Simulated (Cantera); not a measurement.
Halide evaporation, hydrolysis and transport: FeCl₃ + O₂ + H₂

Charge: 1 mol FeCl₃, 6.4 mol O₂, 5.5 mol H₂, held at 1273 K.

Method: chemical equilibrium by Gibbs-energy minimisation in Cantera with the NASA 1993 tables (ideal gas, pure condensed phases). Candidate condensed phases: Fe, FeCl₂, FeCl₃, FeO, Fe(OH)₂, Fe(OH)₃, Fe₂O₃, Fe₃O₄, H₂O; 22 gas species. Equilibrium is a limit: real reactors are often held back by kinetics, nucleation or transport.

From 0.000750 Torr to 0.00345 Torr the condensed part is Fe₃O₄(s). From 0.0165 Torr to 750 Torr the condensed part is Fe₂O₃(s). The main Fe-bearing gas is FeCl₂ at 0.000750 Torr and FeCl₃ at 750 Torr.

| P (Pa) | x H₂O | x O₂ | x HCl | x Cl | x Cl₂ | x FeCl₂ | n Fe₃O₄(s) | n Fe₂O₃(s) |
|---|---|---|---|---|---|---|---|---|
| 0.100 | 0.386 | 0.339 | 0.246 | 0.0251 | 6.70e-6 | 0.00321 | 0.322 | 0 |
| 0.460 | 0.382 | 0.342 | 0.255 | 0.0179 | 1.56e-5 | 0.00269 | 0.324 | 0 |
| 2.20 | 0.383 | 0.339 | 0.264 | 0.0125 | 3.64e-5 | 0.00220 | 0 | 0.488 |
| 10 | 0.381 | 0.340 | 0.269 | 0.00874 | 8.12e-5 | 0.00157 | 0 | 0.492 |
| 46 | 0.379 | 0.341 | 0.273 | 0.00606 | 0.000180 | 0.00111 | 0 | 0.494 |
| 220 | 0.378 | 0.341 | 0.275 | 0.00414 | 0.000401 | 0.000762 | 0 | 0.496 |
| 1000 | 0.378 | 0.342 | 0.276 | 0.00285 | 0.000862 | 0.000526 | 0 | 0.497 |
| 4600 | 0.379 | 0.342 | 0.275 | 0.00194 | 0.00184 | 0.000357 | 0 | 0.498 |
| 22000 | 0.381 | 0.341 | 0.272 | 0.00129 | 0.00390 | 0.000235 | 0 | 0.498 |
| 100000 | 0.386 | 0.340 | 0.265 | 0.000857 | 0.00780 | 0.000151 | 0 | 0.498 |
x: gas mole fraction; n: condensed amount in mol.
